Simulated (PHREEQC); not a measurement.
Consider water at 20 °C with 2 mmol/kgw LiOH and 0.405 mmol/kgw Na2SiO3. Closed to the air; pH follows from the charge balance.

Equilibrium calculation in PHREEQC: ion-association model, wateq4f.dat.

This is a speciation only: nothing precipitates in the calculation.

What pH, ionic strength does the model give?

pH 11.52; ionic strength 0.00282 mol/kgw.

In which forms is Si present?

H3SiO4- 96 %, H4SiO4 2.2 %, H2SiO4-2 1.8 % of the Si.
